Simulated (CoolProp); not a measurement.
A simple Rankine cycle with propyne: condensing at 306.15 K, boiler at 4.52 MPa, turbine inlet 391.7 K, turbine efficiency 0.7, pump efficiency 0.8, no recuperator. Each further row changes one setting.

Model: reference Helmholtz-energy equation of state, Polt 1992, in CoolProp. This equation is an older, rougher fit; its heat capacities, sound speeds and derivatives of the liquid may be far off and weren't checked against measurements.

```json
[
 {"case": "as stated", "thermal efficiency (%)": "11.1", "net work (kJ/kg)": "53.1", "heat in (kJ/kg)": "476", "turbine exit temperature (K)": "306.1", "volume ratio over the turbine": "7.35"},
 {"case": "turbine inlet 411.7 K", "thermal efficiency (%)": "11.9", "net work (kJ/kg)": "66.2", "heat in (kJ/kg)": "556", "turbine exit temperature (K)": "324.8", "volume ratio over the turbine": "6.52"},
 {"case": "condensing temperature 298.15 K", "thermal efficiency (%)": "12.2", "net work (kJ/kg)": "60.6", "heat in (kJ/kg)": "495", "turbine exit temperature (K)": "298.2", "volume ratio over the turbine": "9.17"},
 {"case": "boiler pressure 3.16 MPa", "thermal efficiency (%)": "10.2", "net work (kJ/kg)": "55.8", "heat in (kJ/kg)": "547", "turbine exit temperature (K)": "325.9", "volume ratio over the turbine": "4.39"},
 {"case": "turbine efficiency 0.6", "thermal efficiency (%)": "9.3", "net work (kJ/kg)": "44.4", "heat in (kJ/kg)": "476", "turbine exit temperature (K)": "306.1", "volume ratio over the turbine": "7.50"}
]
```

The expansion ends wet for: as stated; condensing temperature 298.15 K; turbine efficiency 0.6.
